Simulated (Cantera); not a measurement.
Ignition delay

Mixture: CO : H₂ : O₂ : N₂ = 1 : 0.037 : 1.21 : 4.53 (molar parts), equivalence ratio 0.43, at 2100000 Pa, adiabatic and at constant pressure. Ignition delay is the time to a rise of 400 K.

Computed with Cantera and GRI-Mech 3.0 (53 species, 325 reactions). The hydrogen kinetics of GRI-Mech 3.0 are dated; newer H2 mechanisms differ, most at raised pressure. The pressure lies above the range GRI-Mech 3.0 was tuned for (to about 10 atm). Where the delays flatten at high temperature, the 400 K rule measures the pace of heat release, not the induction time.

| T0 (K) | delay (ms) |
|---|---|
| 1150 | 0.460 |
| 1250 | 0.109 |
| 1350 | 0.0356 |
| 1450 | 0.0168 |
| 1550 | 0.0103 |
| 1650 | 0.00750 |
| 1750 | 0.00601 |
| 1850 | 0.00516 |
